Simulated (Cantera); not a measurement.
**Equilibrium for abatement and gas-phase synthesis: NF3 + O2 + H2**

Feed: 1 mol NF3, 0.11 mol O2, 0.17 mol H2, held at 1550 K and 1000 Pa.

Equilibrium computed with Cantera from the NASA thermochemical tables; the gas is ideal and each condensed phase is pure. Candidate condensed phases: H2O; 40 gas species. The numbers say what is thermodynamically allowed, not how fast it happens.

```
Quantity        Value
----------  ---------
x(F)            0.736
x(N2)           0.138
x(HF)          0.0942
x(O2)          0.0304
x(F2)        0.000473
x(NO)        0.000247
x(O)          1.36e-5
x(FO)         4.05e-6
gas amount  3.608 mol
```
